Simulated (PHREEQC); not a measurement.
Synthetic water in mmol/kgw, 87 °C, pH 3.58, pe 10.4:

```json
[
 {"constituent": "Na", "mmol/kgw": "2.44"},
 {"constituent": "K", "mmol/kgw": "1.83"},
 {"constituent": "Ca", "mmol/kgw": "1.23"},
 {"constituent": "Mg", "mmol/kgw": "1.98"},
 {"constituent": "Cl", "mmol/kgw": "3.38"},
 {"constituent": "S(6)", "mmol/kgw": "3.99"},
 {"constituent": "Mn(2)", "mmol/kgw": "0.00579"},
 {"constituent": "N(5)", "mmol/kgw": "0.176"},
 {"constituent": "Cu(2)", "mmol/kgw": "0.0348"}
]
```

Valence states are taken as typed.

The numbers come from PHREEQC with the ion-association model, phreeqc.dat.

```tsv
quantity	before	after
ionic strength (mol/kgw)	0.0135	0.0139
SO4-2 (mol/kgw)	0.00257	0.00270
Mg+2 (mol/kgw)	0.00110	0.00117
Ca+2 (mol/kgw)	0.000993	0.000993
HSO4- (mol/kgw)	0.000223	0.000168
Cu+2 (mol/kgw)	2.61e-5	2.65e-5
SI of Gypsum (CaSO4:2H2O)	-1.27	-1.30
SI of Sylvite (KCl)	-6.49	-6.45
```

Q: What was changed between the two runs?
A) all concentrations times 2 at the same typed pH
B) temperature from 87 to 75 °C at the same typed pH
C) Ca from 1.23 to 3.69 mmol/kgw

A: B, temperature from 87 to 75 °C at the same typed pH

This is a speciation only: nothing precipitates in the calculation. At this temperature some constants are extrapolated from 25 °C, and those without enthalpy data are left unchanged.
